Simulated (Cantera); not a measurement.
Cantera run:

```python
import numpy as np
import cantera as ct

gas_names = [...]  # 109 gases of nasa_gas.yaml made of C, Cl, H, Si
cond_names = """
    C(gr) C6H6(L) C7H8(L) C8H18(L),n-octa Si(cr) Si(L) SiC(b)
""".split()


# ... load() reads the species with a 1 bar reference pressure and builds the phases ...
atoms = {
    'SiCl4': {'Si': 1, 'CL': 4},
    'C2H2': {'C': 2, 'H': 2},
    'H2': {'H': 2},
    'C3H8': {'C': 3, 'H': 8},
}
top_T = {'C(gr)': 4500, 'SiC(b)': 3050}  # K; cautious upper limits of use, not melting points


# ... equilibrate(T, P, feed) seeds the gas with the atoms and calls Mixture.equilibrate('TP', solver="vcs", rtol=1e-11, max_steps=5000) ...
results = []
feed = {'SiCl4': 1, 'C2H2': 0.058, 'H2': 16, 'C3H8': 0.038}  # mol
T = 1073.15  # K
P = 560  # Pa
mix = equilibrate(T, P, feed)
results.append((T, P, feed, dict(zip(mix.species_names, mix.species_moles))))
x = sorted(zip(gas.X, gas.species_names), reverse=True)
print(f"T = {T:g} K  P = {P:g} Pa  gas = {mix.phase_moles(0):.4g} mol")
print("   x: " + "  ".join(f"{s} {v:.3e}" for v, s in x if v > 0.001))
print("   condensed (mol): " + ("  ".join(f"{mix.phase(i).name} {mix.phase_moles(i):.4g}"
      for i in range(1, mix.n_phases) if mix.phase_moles(i) > 1e-12) or "none"))
```

Result:

```
T = 1073.15 K  P = 560 Pa  gas = 17.54 mol
   x: H2 8.869e-01  HCL 6.925e-02  SiCL4 3.154e-02  SiHCL3 4.955e-03  SiCL2 4.368e-03  SiCL3 2.936e-03
   condensed (mol): SiC(b) 0.23
```

Cantera equilibrium calculation (NASA polynomials, part measured and part estimated; ideal gas, pure solids and liquids). The tables' values for SiCl3 are old estimates; treat these amounts as uncertain.
